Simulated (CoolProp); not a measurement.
Model: reference Helmholtz-energy equation of state, Lemmon 2006, in CoolProp. It is a short technical equation, of lower accuracy than the large ones.

Problem. Give the vapour pressure (bar), liquid density (kg/m³), liquid cp (kJ/(kg K)), vapour Z of saturated hydrogen sulfide at -79.15, 8.55, 19.55 °C.

Solution. 
```tsv
T (°C)	p (bar)	liquid density (kg/m³)	liquid cp (kJ/(kg K))	vapour Z
-79.15	0.350	982	2.01	0.989
8.55	13.2	814	2.14	0.865
19.55	17.6	789	2.20	0.835
```
